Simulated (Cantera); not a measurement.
**Counterflow diffusion flame**

A counterflow diffusion flame at 220000 Pa, nozzles 20 mm apart: fuel side 35.2 % CH₄, 49.3 % H₂, 15.5 % N₂ at 350 K, oxidiser side 23.0 % O₂, 77.0 % N₂ at 325 K, fuel mass flux 0.56 times the oxidiser's; mixture-averaged transport, no radiation.

Model: GRI-Mech 3.0 (53 species, 325 reactions), integrated in Cantera. GRI-Mech 3.0 has no aromatics or soot, which form on the fuel side of real flames. The maximum strain rate includes the flame's own expansion and is several times the mean.

```
oxidiser flux (kg/m²/s)  max strain (1/s)  mean strain (1/s)  T max (K)  peak x OH  peak x H  peak x NO  peak x CO  peak x C₂H₂
-----------------------  ----------------  -----------------  ---------  ---------  --------  ---------  ---------  -----------
1.3                                   410               71.4       2345     0.0117   0.00497   0.000330     0.0363      0.00719
2.1                                   653                115       2310     0.0120   0.00559   0.000276     0.0352      0.00671
3.2                                   976                176       2278     0.0123   0.00615   0.000237     0.0342      0.00630
5.1                                  1520                280       2249     0.0125   0.00689   0.000205     0.0337      0.00610
8                                    2330                440       2219     0.0126   0.00764   0.000174     0.0332      0.00593
13                                   3690                714       2182     0.0124   0.00845   0.000141     0.0328      0.00576
20                                   5470               1100       2147     0.0121   0.00914   0.000111     0.0325      0.00552
31                                   8170               1700       2107     0.0115   0.00977    8.27e-5     0.0324      0.00509
```
x: mole fraction; the columns are a selection and need not sum to one.
